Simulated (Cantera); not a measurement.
Standard-state values (1 bar) from the NASA 1993 polynomials, evaluated with Cantera. Values are per mole of reaction as written; species without (g) are pure solids or liquids, kept so even where they would boil at 1 bar.

3 SrCl2 + 2 NH3(g) = N2(g) + 3 Sr + 6 HCl(g)

| T (K) | ΔH° (kJ) | ΔS° (J/K) | ΔG° (kJ) | log10 K |
|---|---|---|---|---|
| 1998 | 1841.8 | 583.3 | 676.3 | -17.68 |
| 2023 | ___ | ___ | ___ | ___ |
| 2048 | 1836.9 | 580.9 | 647.1 | -16.51 |
| 2073 | 1834.4 | 579.7 | 632.6 | -15.94 |
| 2098 | ___ | ___ | ___ | ___ |
| 2123 | 1829.5 | 577.4 | 603.7 | -14.85 |
| 2148 | ___ | ___ | ___ | ___ |

**Question.** What belongs in the gaps?

**Answer.** 
- 2023, ΔH° (kJ): 1839.3
- 2023, ΔS° (J/K): 582.1
- 2023, ΔG° (kJ): 661.7
- 2023, log10 K: -17.08
- 2098, ΔH° (kJ): 1832.0
- 2098, ΔS° (J/K): 578.6
- 2098, ΔG° (kJ): 618.2
- 2098, log10 K: -15.39
- 2148, ΔH° (kJ): 1827.1
- 2148, ΔS° (J/K): 576.3
- 2148, ΔG° (kJ): 589.3
- 2148, log10 K: -14.33
